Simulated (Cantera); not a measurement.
Source: NASA polynomial tables (part measured, part estimated), evaluated in Cantera. Values are per mole of reaction as written; species without (g) are pure solids or liquids, kept so even where they would boil at 1 bar.

### Question
Between 300 and 2073 K, where is each reaction favourable under standard conditions?
- 5 N2(g) + Ta2O5 = 5 N2O(g) + 2 Ta

### Answer
- 5 N2(g) + Ta2O5 = 5 N2O(g) + 2 Ta: ΔG° is 2429 kJ at 300 K and 2333 kJ at 2073 K; it stays positive (K < 1). ΔH° is 2306 kJ and ΔS° -13 J/K at 2073 K.
